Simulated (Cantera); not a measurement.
An adiabatic, constant-pressure homogeneous reactor starts with H2 : O2 : N2 : H2O = 1 : 0.962 : 3.62 : 1.1 (molar parts), at 1348 K and 285 Torr. Integrator tolerance rtol = 1e-08.

Computed with Cantera and GRI-Mech 3.0 (53 species, 325 reactions).

Question: What does this change do: initial temperature 1348 to 1475 K?

Answer: 
```json
[
 {"quantity": "time of steepest temperature rise", "before": "76.3 µs", "after": "48.2 µs"},
 {"quantity": "temperature at 6.00 s", "before": "2250 K", "after": "2329 K"},
 {"quantity": "equilibrium temperature", "before": "2250 K", "after": "2329 K"},
 {"quantity": "x(H2) at 6.00 s", "before": "0.00316 (gas-phase equilibrium 0.00316)", "after": "0.00497 (gas-phase equilibrium 0.00497)"},
 {"quantity": "x(O2) at 6.00 s", "before": "0.0691 (gas-phase equilibrium 0.0691)", "after": "0.0681 (gas-phase equilibrium 0.0681)"},
 {"quantity": "x(H2O) at 6.00 s", "before": "0.329 (gas-phase equilibrium 0.329)", "after": "0.324 (gas-phase equilibrium 0.324)"},
 {"quantity": "x(NO2) at 6.00 s", "before": "2.93e-6 (gas-phase equilibrium 2.93e-6)", "after": "3.07e-6 (gas-phase equilibrium 3.07e-6)"},
 {"quantity": "x(N2O) at 6.00 s", "before": "2.04e-7 (gas-phase equilibrium 2.04e-7)", "after": "2.38e-7 (gas-phase equilibrium 2.38e-7)"},
 {"quantity": "x(O) at 6.00 s", "before": "0.00158 (gas-phase equilibrium 0.00158)", "after": "0.00250 (gas-phase equilibrium 0.00250)"},
 {"quantity": "x(H) at 6.00 s", "before": "0.000681 (gas-phase equilibrium 0.000681)", "after": "0.00130 (gas-phase equilibrium 0.00130)"}
]
```

Question: What does this change do: pressure from 285 Torr to 3750 Torr?

Answer: 
```tsv
quantity	before	after
time of steepest temperature rise	76.3 µs	11.6 µs
temperature at 6.00 s	2250 K	2288 K
equilibrium temperature	2250 K	2288 K
x(H2) at 6.00 s	0.00316 (gas-phase equilibrium 0.00316)	0.00110 (gas-phase equilibrium 0.00110)
x(O2) at 6.00 s	0.0691 (gas-phase equilibrium 0.0691)	0.0694 (gas-phase equilibrium 0.0694)
x(H2O) at 6.00 s	0.329 (gas-phase equilibrium 0.329)	0.334 (gas-phase equilibrium 0.334)
x(NO2) at 6.00 s	2.93e-6 (gas-phase equilibrium 2.93e-6)	1.10e-5 (gas-phase equilibrium 1.10e-5)
x(N2O) at 6.00 s	2.04e-7 (gas-phase equilibrium 2.04e-7)	8.07e-7 (gas-phase equilibrium 8.07e-7)
x(O) at 6.00 s	0.00158 (gas-phase equilibrium 0.00158)	0.000547 (gas-phase equilibrium 0.000547)
x(H) at 6.00 s	0.000681 (gas-phase equilibrium 0.000681)	0.000136 (gas-phase equilibrium 0.000136)
```
The hydrogen kinetics of GRI-Mech 3.0 are dated; newer H2 mechanisms differ, most at raised pressure.
